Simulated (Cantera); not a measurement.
Input: 1 mol AlN, 0.046 mol N₂, held at 0.133 bar.

These are equilibrium values from Cantera (NASA tables, ideal gas, pure condensed phases), not measurements of a reactor. Candidate condensed phases: Al, AlN; 5 gas species. Rates play no part.

Question: Which condensed phases are stable at each of these points (T (K)): 1725, 1825, 1925, 2025, 2125, 2225, 2325, 2425, 2525?

Answer: 
| T (K) | condensed phases | Al condensed (%) |
|---|---|---|
| 1725 | AlN(s) | 100.0 |
| 1825 | AlN(s) | 100.0 |
| 1925 | AlN(s) | 100.0 |
| 2025 | AlN(s) | 100.0 |
| 2125 | AlN(s) | 100.0 |
| 2225 | AlN(s) | 99.9 |
| 2325 | AlN(s) | 99.5 |
| 2425 | AlN(s) | 94.9 |
| 2525 | gas only | 0.0 |

From 1725 K to 2425 K the condensed part is AlN(s). At 2525 K nothing is condensed.
